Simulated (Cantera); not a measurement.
Standard-state values (1 bar) from the NASA 1993 polynomials, evaluated with Cantera. Values are per mole of reaction as written; species without (g) are pure solids or liquids, kept so even where they would boil at 1 bar.

3 Cl(g) + TiCl₃(g) + Ti₂O₃ ⇌ 3 TiOCl₂(g), with ΔH° = 59.5 kJ and ΔS° = 72.9 J/K at 300 K.

Question: How far is the shortcut ΔG° ≈ ΔH°(300 K) − T·ΔS°(300 K) from the full temperature-dependent value at 800, 950, 1100, 1250, 1400, 1550, 1700 K?

Answer: 
```csv
T (K),shortcut (kJ),full (kJ),difference (kJ),difference in log10 K
800,1.2,12.6,-11.5,0.75
950,-9.8,9.0,-18.7,1.03
1100,-20.7,6.6,-27.3,1.29
1250,-31.6,5.3,-36.9,1.54
1400,-42.6,4.9,-47.5,1.77
1550,-53.5,5.5,-59.0,1.99
1700,-64.4,6.8,-71.2,2.19
```
The shortcut ignores the heat-capacity change of the reaction.
